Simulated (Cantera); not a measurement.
An isothermal, constant-pressure homogeneous reactor starts with 33.0 % H2, 66.1 % O2, 0.859 % N2, equivalence ratio 0.25, at 1448 K and 0.0263 atm.

Cantera simulation using GRI-Mech 3.0 (53 species, 325 reactions); the numbers are that mechanism's predictions, not measurements. Radical loss at walls, strong at low pressure, is not modelled. The temperature is held fixed by assumption; the heat of reaction is taken as removed at once.

x: mole fraction; the columns are a selection and need not sum to one.

```
t (s)         x H2   x O2    x H2O    x H2O2    x HO2
--------  --------  -----  -------  --------  -------
6.00e-6      0.330  0.661  1.16e-8  1.15e-10  1.16e-7
2.38e-5      0.330  0.661  5.29e-7   1.76e-9  4.60e-7
9.42e-5      0.330  0.661        ?         ?        ?
0.000373    0.0253  0.481    0.237   5.21e-7  1.12e-5
0.00148     0.0221  0.503    0.270   5.86e-7  1.25e-5
0.00586    0.00985  0.559    0.351   6.09e-7  1.39e-5
0.0232    0.000801  0.590    0.391   2.18e-7  4.67e-6
0.0921     5.77e-5  0.593    0.395   4.87e-8  5.93e-7
0.365      8.10e-6  0.594    0.396   1.33e-8  2.15e-7
1.45       3.04e-6  0.594    0.396   7.72e-9  2.29e-7
5.73       2.91e-6  0.594    0.396   7.57e-9  2.32e-7
22.7       2.91e-6  0.594    0.396   7.57e-9  2.32e-7
90.0       2.91e-6  0.594    0.396   7.57e-9  2.32e-7
```

Q: Complete the blanks.

A: 
- 9.42e-5, x H2O: 0.000173
- 9.42e-5, x H2O2: 2.55e-8
- 9.42e-5, x HO2: 1.91e-6
